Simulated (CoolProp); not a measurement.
A single-stage vapour-compression cycle with hydrogen sulfide: evaporating at 253.15 K (dew point), condensing at 275.15 K (bubble point), superheat 8 K, subcooling 0 K, compressor efficiency 0.8, no pressure losses. Each further row changes one setting.

Model: reference Helmholtz-energy equation of state, Lemmon 2006, in CoolProp. It is a short technical equation, of lower accuracy than the large ones.

```csv
case,cooling COP,pressure ratio,discharge temperature (K),refrigerating effect (kJ/kg),volumetric capacity (kJ/m³)
as stated,8.16,2.00,320.8,458,4210
evaporating temperature 258.15 K,11.0,1.69,311.2,(withheld),(withheld)
condensing temperature 270.15 K,10.8,1.73,307.3,468,4300
subcooling 5 K,(withheld),2.00,320.8,468,4300
superheat 18 K,(withheld),2.00,333.1,469,(withheld)
compressor efficiency 0.7,7.14,2.00,327.9,458,4210
```

Task: Complete the blanks.

Result: 
- evaporating temperature 258.15 K, refrigerating effect (kJ/kg): 461
- evaporating temperature 258.15 K, volumetric capacity (kJ/m³): 4960
- subcooling 5 K, cooling COP: 8.34
- superheat 18 K, cooling COP: 7.98
- superheat 18 K, volumetric capacity (kJ/m³): 4110
